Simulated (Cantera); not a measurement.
**Stirred combustor or abatement burner**

A perfectly stirred reactor is fed with CH4 : O2 : N2 = 1 : 3.45 : 22.1 (molar parts), at 2.30 bar; it is adiabatic with a 523 K inlet, and is followed from long to short residence time, starting on the burning branch (τ in s: 0.12, 0.055, 0.024, 0.011, 0.0049, 0.0022, 0.00097, 0.00043, 0.00019, 8.6e-05, 3.8e-05, 1.7e-05, 7.7e-06).

Computed with Cantera and GRI-Mech 3.0 (53 species, 325 reactions).

```tsv
τ (s)	T (K)	x CH4	x O2	x HCN	x C2H	x CH2O	x H	x N2O
0.12	1409	3.48e-5	0.0548	1.65e-9	1.00e-12	2.58e-6	1.60e-6	1.29e-6
0.055	1406	6.07e-5	0.0550	2.03e-9	1.84e-12	4.67e-6	3.38e-6	1.36e-6
0.024	1399	0.000113	0.0554	2.46e-9	3.24e-12	9.02e-6	7.33e-6	1.26e-6
0.011	1387	0.000219	0.0562	3.10e-9	5.26e-12	1.78e-5	1.46e-5	1.03e-6
0.0049	523	0.0377	0.130	<1e-12	<1e-12	<1e-12	<1e-12	<1e-12
0.0022	523	0.0377	0.130	<1e-12	<1e-12	<1e-12	<1e-12	<1e-12
0.00097	523	0.0377	0.130	<1e-12	<1e-12	<1e-12	<1e-12	<1e-12
0.00043	523	0.0377	0.130	<1e-12	<1e-12	<1e-12	<1e-12	<1e-12
0.00019	523	0.0377	0.130	<1e-12	<1e-12	<1e-12	<1e-12	<1e-12
8.6e-5	523	0.0377	0.130	<1e-12	<1e-12	<1e-12	<1e-12	<1e-12
3.8e-5	523	0.0377	0.130	<1e-12	<1e-12	<1e-12	<1e-12	<1e-12
1.7e-5	523	0.0377	0.130	<1e-12	<1e-12	<1e-12	<1e-12	<1e-12
7.7e-6	523	0.0377	0.130	<1e-12	<1e-12	<1e-12	<1e-12	<1e-12
```
x: mole fraction; the columns are a selection and need not sum to one.
